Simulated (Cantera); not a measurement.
An isothermal, constant-pressure homogeneous reactor starts with 16.0 % H₂, 84.0 % O₂, equivalence ratio 0.095, at 1298 K and 2670 Pa.

Cantera simulation using the H2/O2 subset of GRI-Mech 3.0, which has no nitrogen chemistry; the numbers are that mechanism's predictions, not measurements. Radical loss at walls, strong at low pressure, is not modelled. The temperature is held fixed by assumption; the heat of reaction is taken as removed at once.

x: mole fraction; the columns are a selection and need not sum to one.

```json
[
 {"t (s)": "0.000600", "x H₂": "0.00940", "x O₂": "0.742", "x H₂O": "0.121", "x OH": "0.0130", "x H₂O₂": "…"},
 {"t (s)": "0.00159", "x H₂": "0.00570", "x O₂": "0.754", "x H₂O": "0.135", "x OH": "0.0108", "x H₂O₂": "4.48e-7"},
 {"t (s)": "0.00419", "x H₂": "0.00366", "x O₂": "0.784", "x H₂O": "0.152", "x OH": "0.00876", "x H₂O₂": "…"},
 {"t (s)": "0.0111", "x H₂": "0.00120", "x O₂": "0.813", "x H₂O": "0.167", "x OH": "0.00507", "x H₂O₂": "…"},
 {"t (s)": "0.0293", "x H₂": "0.000205", "x O₂": "0.824", "x H₂O": "0.172", "x OH": "0.00210", "x H₂O₂": "…"},
 {"t (s)": "0.0775", "x H₂": "3.20e-5", "x O₂": "0.826", "x H₂O": "0.173", "x OH": "0.000837", "x H₂O₂": "…"},
 {"t (s)": "0.205", "x H₂": "6.27e-6", "x O₂": "0.826", "x H₂O": "0.173", "x OH": "0.000373", "x H₂O₂": "…"},
 {"t (s)": "0.542", "x H₂": "1.55e-6", "x O₂": "0.826", "x H₂O": "0.173", "x OH": "0.000187", "x H₂O₂": "…"},
 {"t (s)": "1.43", "x H₂": "4.59e-7", "x O₂": "0.826", "x H₂O": "0.173", "x OH": "0.000102", "x H₂O₂": "…"},
 {"t (s)": "3.79", "x H₂": "1.69e-7", "x O₂": "0.826", "x H₂O": "0.173", "x OH": "6.18e-5", "x H₂O₂": "…"},
 {"t (s)": "10.0", "x H₂": "1.03e-7", "x O₂": "0.826", "x H₂O": "0.173", "x OH": "4.83e-5", "x H₂O₂": "1.43e-9"},
 {"t (s)": "26.5", "x H₂": "9.86e-8", "x O₂": "0.826", "x H₂O": "0.173", "x OH": "4.72e-5", "x H₂O₂": "1.39e-9"},
 {"t (s)": "70.0", "x H₂": "9.85e-8", "x O₂": "0.826", "x H₂O": "0.173", "x OH": "4.72e-5", "x H₂O₂": "1.39e-9"}
]
```

Task: Some entries are withheld; supply them.

Result: 
- 0.000600, x H₂O₂: 5.17e-7
- 0.00419, x H₂O₂: 4.85e-7
- 0.0111, x H₂O₂: 4.10e-7
- 0.0293, x H₂O₂: 2.11e-7
- 0.0775, x H₂O₂: 8.20e-8
- 0.205, x H₂O₂: 3.05e-8
- 0.542, x H₂O₂: 1.14e-8
- 1.43, x H₂O₂: 4.46e-9
- 3.79, x H₂O₂: 2.03e-9
